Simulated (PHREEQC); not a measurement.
A solution holds 0.051 mol CaCl2 and 0.00037 mol BaCl2 per kg of water, at 72 °C. Closed to the air; pH follows from the charge balance.

Computed with PHREEQC (ion-association model, phreeqc.dat).

| quantity | before | after |
|---|---|---|
| pH | 6.35 | 5.51 |
| CaOH+ (mol/kgw) | 7.97e-9 | 1.16e-9 |

Q: What was changed between the two runs?
A) BaCl2 replaced by NaCl at the same molality
B) 0.0014 mol/kgw KOH added
C) diluted 5-fold with water
D) 0.0018 mol/kgw NH4Cl added
E) BaCl2 from 0.00037 to 0.000185 mol/kgw

A: D, 0.0018 mol/kgw NH4Cl added

This is a speciation only: nothing precipitates in the calculation. Constants without temperature data keep their 25 °C values here.
